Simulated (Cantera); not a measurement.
Input: 1 mol borazine, 0.16 mol NH3, 0.46 mol N2, at 1625 °C and 0.293 Torr.

Cantera equilibrium calculation (NASA polynomials, part measured and part estimated; ideal gas, pure solids and liquids). Candidate condensed phases: B, BN; 15 gas species. The feed counts by its element totals alone. The tables' values for BH2 are old estimates; treat these amounts as uncertain. Rates play no part.

Base state: H2 0.824, N2 0.140, H 0.0360, BH2 0.000137, B 3.76e-5 (mole fractions); condensed: BN(s).

Question: What changes in the equilibrium state with this change: temperature from 1625 °C to 1302 °C?

Answer: 
```
species       before    after
----------  --------  -------
H2             0.824    0.855
N2             0.140    0.143
H             0.0360  0.00195
BH2         0.000137  4.54e-7
B            3.76e-5  1.07e-9
BN(s), mol      3.00     3.00
```
